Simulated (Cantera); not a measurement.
## Adiabatic ignition

An adiabatic, constant-pressure homogeneous reactor starts with 10.3 % H₂, 8.16 % O₂, 81.6 % N₂, at 1123 K and 12.0 bar.

Model: GRI-Mech 3.0 (53 species, 325 reactions), integrated in Cantera. The hydrogen kinetics of GRI-Mech 3.0 are dated; newer H2 mechanisms differ, most at raised pressure. The pressure lies above the range GRI-Mech 3.0 was tuned for (to about 10 atm).

| t (s) | T (K) | x H₂ | x O₂ | x O | x NO₂ | x HO₂ | x OH |
|---|---|---|---|---|---|---|---|
| 2.00e-6 | 1123 | 0.103 | 0.0816 | 9.06e-11 | <1e-12 | 6.76e-9 | 3.91e-11 |
| 5.64e-6 | 1123 | 0.103 | 0.0816 | 9.65e-11 | <1e-12 | 2.10e-8 | 4.17e-11 |
| 1.59e-5 | 1123 | 0.103 | 0.0816 | 1.08e-10 | <1e-12 | 6.22e-8 | 4.80e-11 |
| 4.48e-5 | 1123 | 0.103 | 0.0816 | 1.53e-10 | <1e-12 | 1.90e-7 | 7.67e-11 |
| 0.000126 | 1123 | 0.103 | 0.0816 | 3.98e-10 | <1e-12 | 7.23e-7 | 2.56e-10 |
| 0.000356 | 1123 | 0.103 | 0.0816 | 3.93e-9 | <1e-12 | 6.64e-6 | 3.19e-9 |
| 0.00100 | 1160 | 0.0978 | 0.0788 | 1.60e-6 | 1.77e-11 | 0.000183 | 2.17e-6 |
| 0.00283 | 1867 | 1.73e-5 | 0.0317 | 1.16e-5 | 2.59e-8 | 7.48e-7 | 0.000355 |
| 0.00797 | 1867 | 1.73e-5 | 0.0317 | 1.16e-5 | 3.07e-8 | 7.48e-7 | 0.000355 |
| 0.0225 | 1867 | 1.73e-5 | 0.0317 | 1.16e-5 | 4.42e-8 | 7.47e-7 | 0.000355 |
| 0.0634 | 1867 | 1.73e-5 | 0.0317 | 1.16e-5 | 8.22e-8 | 7.47e-7 | 0.000355 |
| 0.179 | 1867 | 1.73e-5 | 0.0317 | 1.16e-5 | 1.89e-7 | 7.47e-7 | 0.000355 |
| 0.503 | 1866 | 1.73e-5 | 0.0317 | 1.15e-5 | 4.82e-7 | 7.45e-7 | 0.000354 |
| 1.42 | 1866 | 1.72e-5 | 0.0315 | 1.14e-5 | 1.26e-6 | 7.40e-7 | 0.000353 |
| 4.00 | 1864 | 1.71e-5 | 0.0312 | 1.12e-5 | 3.00e-6 | 7.30e-7 | 0.000349 |
x: mole fraction; the columns are a selection and need not sum to one.

```json
{
  "time_of_steepest_temperature_rise": "1.07 ms",
  "temperature at 4.00 s": "1864 K",
  "equilibrium_temperature": "1862 K",
  "x(H₂) at 4.00 s": "1.71e-5 (gas-phase equilibrium 1.68e-5)",
  "x(O₂) at 4.00 s": "0.0312 (gas-phase equilibrium 0.0307)",
  "x(O) at 4.00 s": "1.12e-5 (gas-phase equilibrium 1.09e-5)"
}
```
